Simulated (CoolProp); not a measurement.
Vapour-liquid equilibrium of R134a (1) + R123 (2) at 334.2 K; x and y are mole fractions of (1).

Model: multi-fluid Helmholtz-energy mixture model, Tillner-Roth 1994 and Younglove 1994; pair parameters Bell 2016, in CoolProp.

```json
[
 {"x": "0.05", "bubble pressure, mixture model (bar)": "3.747", "bubble pressure, Raoult's law (bar)": "3.661", "y, mixture model": "0.233", "y, Raoult's law": "0.235"},
 {"x": "0.125", "bubble pressure, mixture model (bar)": "4.935", "bubble pressure, Raoult's law (bar)": "4.733", "y, mixture model": "0.442", "y, Raoult's law": "0.455"},
 {"x": "0.2", "bubble pressure, mixture model (bar)": "…", "bubble pressure, Raoult's law (bar)": "5.805", "y, mixture model": "0.570", "y, Raoult's law": "0.594"},
 {"x": "0.275", "bubble pressure, mixture model (bar)": "…", "bubble pressure, Raoult's law (bar)": "6.877", "y, mixture model": "0.656", "y, Raoult's law": "0.689"},
 {"x": "0.35", "bubble pressure, mixture model (bar)": "8.306", "bubble pressure, Raoult's law (bar)": "7.949", "y, mixture model": "0.720", "y, Raoult's law": "0.759"},
 {"x": "0.425", "bubble pressure, mixture model (bar)": "9.354", "bubble pressure, Raoult's law (bar)": "9.021", "y, mixture model": "0.768", "y, Raoult's law": "0.812"},
 {"x": "0.5", "bubble pressure, mixture model (bar)": "10.37", "bubble pressure, Raoult's law (bar)": "10.09", "y, mixture model": "…", "y, Raoult's law": "0.854"},
 {"x": "0.575", "bubble pressure, mixture model (bar)": "11.36", "bubble pressure, Raoult's law (bar)": "11.16", "y, mixture model": "0.841", "y, Raoult's law": "0.888"},
 {"x": "0.65", "bubble pressure, mixture model (bar)": "…", "bubble pressure, Raoult's law (bar)": "12.24", "y, mixture model": "0.871", "y, Raoult's law": "0.916"},
 {"x": "0.725", "bubble pressure, mixture model (bar)": "13.32", "bubble pressure, Raoult's law (bar)": "13.31", "y, mixture model": "…", "y, Raoult's law": "0.939"},
 {"x": "0.8", "bubble pressure, mixture model (bar)": "14.32", "bubble pressure, Raoult's law (bar)": "14.38", "y, mixture model": "0.925", "y, Raoult's law": "0.959"},
 {"x": "0.875", "bubble pressure, mixture model (bar)": "15.36", "bubble pressure, Raoult's law (bar)": "15.45", "y, mixture model": "0.952", "y, Raoult's law": "0.976"},
 {"x": "0.95", "bubble pressure, mixture model (bar)": "16.46", "bubble pressure, Raoult's law (bar)": "16.52", "y, mixture model": "0.980", "y, Raoult's law": "0.991"}
]
```

### Question
Some entries are withheld; supply them.

### Answer

- 0.2, bubble pressure, mixture model (bar): 6.096
- 0.275, bubble pressure, mixture model (bar): 7.221
- 0.5, y, mixture model: 0.808
- 0.65, bubble pressure, mixture model (bar): 12.34
- 0.725, y, mixture model: 0.899

The largest gap from Raoult's law is +5.0 % in bubble pressure, at x = 0.2. No azeotrope shows between x = 0.05 and 0.95.

The pair parameters rest on a limited set of measurements; away from them the model extrapolates. The gap from Raoult's law changes sign with composition, which may be real or a fault of the pair parameters; it wasn't checked against measurements.
